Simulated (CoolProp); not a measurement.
Vapour-liquid equilibrium of propylene (1) + R114 (2) at 38.35 °C; x and y are mole fractions of (1).

Values from CoolProp's multi-fluid Helmholtz-energy mixture model, Lemmon 2013 and Platzer 1990; pair parameters Bell 2016. This equation is an older, rougher fit; its heat capacities, sound speeds and derivatives of the liquid may be far off and weren't checked against measurements.

### Question
Give the bubble pressure and the first vapour's composition at x = 0.2, 0.5, 0.8. Is there an azeotrope?

### Answer
x = 0.2: 0.6270 MPa, y = 0.545; x = 0.5: 1.024 MPa, y = 0.790; x = 0.8: 1.359 MPa, y = 0.915. No azeotrope shows between x = 0.05 and 0.95.

Pair parameters are fitted to limited data, so mixtures are less certain than the pure fluids.
